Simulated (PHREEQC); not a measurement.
## Metal-bearing waste water

Solution (25 °C): 0.013 mol MnSO4, 0.0017 mol MgSO4 and 0.00035 mol H2SO4 per kg of water. Closed to the air; pH follows from the charge balance.

All values are PHREEQC results (Pitzer model, pitzer.dat), not measurements.

This is a speciation only: nothing precipitates in the calculation.

**Question.** Predict the pH, specific conductance.

**Answer.** pH 3.42; specific conductance 3050 µS/cm.

**Question.** In which forms is S present?

**Answer.** SO4-2 98 %, HSO4- 1.6 % of the S.
